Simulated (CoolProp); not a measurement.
Vapour-liquid equilibrium of R152A (1) + R227EA (2) at 362 kPa; x and y are mole fractions of (1).

Values from CoolProp's multi-fluid Helmholtz-energy mixture model, Outcalt 1996 and Lemmon 2016; pair parameters Bell 2016.

```json
[
 {"x": "0.05", "bubble temperature, mixture model (°C)": "17.5", "bubble temperature, Raoult's law (°C)": "17.3", "y, mixture model": "___", "y, Raoult's law": "0.065"},
 {"x": "0.2", "bubble temperature, mixture model (°C)": "16.3", "bubble temperature, Raoult's law (°C)": "15.8", "y, mixture model": "___", "y, Raoult's law": "0.249"},
 {"x": "0.35", "bubble temperature, mixture model (°C)": "14.7", "bubble temperature, Raoult's law (°C)": "14.4", "y, mixture model": "0.418", "y, Raoult's law": "0.417"},
 {"x": "0.5", "bubble temperature, mixture model (°C)": "13.1", "bubble temperature, Raoult's law (°C)": "13.1", "y, mixture model": "0.576", "y, Raoult's law": "0.571"},
 {"x": "0.65", "bubble temperature, mixture model (°C)": "11.6", "bubble temperature, Raoult's law (°C)": "11.9", "y, mixture model": "___", "y, Raoult's law": "0.712"},
 {"x": "0.8", "bubble temperature, mixture model (°C)": "10.3", "bubble temperature, Raoult's law (°C)": "10.7", "y, mixture model": "0.837", "y, Raoult's law": "0.842"},
 {"x": "0.95", "bubble temperature, mixture model (°C)": "___", "bubble temperature, Raoult's law (°C)": "9.5", "y, mixture model": "0.958", "y, Raoult's law": "0.962"}
]
```

Q: What belongs in the gaps?

A: 
- 0.05, y, mixture model: 0.057
- 0.2, y, mixture model: 0.240
- 0.65, y, mixture model: 0.714
- 0.95, bubble temperature, mixture model (°C): 9.4

The largest gap from Raoult's law is +0.5 K in bubble temperature, at x = 0.2. No azeotrope shows between x = 0.05 and 0.95.

The pair parameters rest on a limited set of measurements; away from them the model extrapolates. The gap from Raoult's law changes sign with composition, which may be real or a fault of the pair parameters; it wasn't checked against measurements.
